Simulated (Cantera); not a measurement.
Charge: 1 mol Ta2O5, 270 mol H2, 0.21 mol H2O.

Equilibrium computed with Cantera from the NASA thermochemical tables; the gas is ideal and each condensed phase is pure. Candidate condensed phases: H2O, Ta, Ta2O5; 12 gas species. Mutual solubility and eutectic melting of coexisting phases are not modelled. Condensed phases not in the tables: N, O or C dissolved in the metal. The numbers say what is thermodynamically allowed, not how fast it happens.

Stable condensed phases, one row left out:

```
T in K \ P in Pa
              10      68     460    3200   22000  150000 1000000
   2050        A       B       C       C       C       C       C
   1950        B       C       C       C       C       C       C
   1750        B       B       B       B       B       B       B
   1650        B       B       B       B       B       B       B
   1550        B       B       B       B       B       B       B
   1450        B       B       B       B       B       B       B
   1350        B       B       B       B       B       B       B
   1250        B       B       B       B       B       B       B
   1150        B       B       B       B       B       B       B
```

A: gas only; B: Ta2O5; C: Ta + Ta2O5.

**Question.** Give the row for 1850 K.

**Answer.** 10: Ta2O5; 68: Ta + Ta2O5; 460: Ta + Ta2O5; 3200: Ta + Ta2O5; 22000: Ta + Ta2O5; 150000: Ta + Ta2O5; 1000000: Ta + Ta2O5.
